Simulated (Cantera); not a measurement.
Source: NASA polynomial tables (part measured, part estimated), evaluated in Cantera. Values are per mole of reaction as written; species without (g) are pure solids or liquids, kept so even where they would boil at 1 bar. TaC: taken at fixed stoichiometry.

3 C2H4(g) + 6 TaC ⇌ 2 C6H6(g) + 6 Ta

| T (K) | ΔH° (kJ) | ΔS° (J/K) | ΔG° (kJ) | log10 K |
|---|---|---|---|---|
| 2773 | … | … | … | … |
| 2798 | … | … | … | … |
| 2823 | … | … | … | … |
| 2848 | … | … | … | … |
| 2873 | 854.1 | -148.8 | 1281.7 | -23.30 |
| 2898 | 854.1 | -148.8 | 1285.4 | -23.17 |

Fill in the missing entries.


- 2773, ΔH° (kJ): 854.7
- 2773, ΔS° (J/K): -148.6
- 2773, ΔG° (kJ): 1266.8
- 2773, log10 K: -23.86
- 2798, ΔH° (kJ): 854.5
- 2798, ΔS° (J/K): -148.7
- 2798, ΔG° (kJ): 1270.5
- 2798, log10 K: -23.72
- 2823, ΔH° (kJ): 854.4
- 2823, ΔS° (J/K): -148.7
- 2823, ΔG° (kJ): 1274.2
- 2823, log10 K: -23.58
- 2848, ΔH° (kJ): 854.2
- 2848, ΔS° (J/K): -148.8
- 2848, ΔG° (kJ): 1278.0
- 2848, log10 K: -23.44
